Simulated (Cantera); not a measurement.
## Ignition delay

Mixture: 5.41 % CH₄, 0.811 % H₂, 19.7 % O₂, 74.1 % N₂, at 500000 Pa, adiabatic and at constant volume. Ignition delay is the time to a rise of 400 K.

Cantera simulation using GRI-Mech 3.0 (53 species, 325 reactions); the numbers are that mechanism's predictions, not measurements.

| T0 (K) | delay (ms) |
|---|---|
| 1275 | 0.928 |
| 1350 | 0.475 |
| 1425 | 0.250 |
| 1500 | 0.136 |
| 1575 | 0.0776 |

```json
{
  "apparent activation energy between 1425 and 1575 K": "150 kJ/mol"
}
```
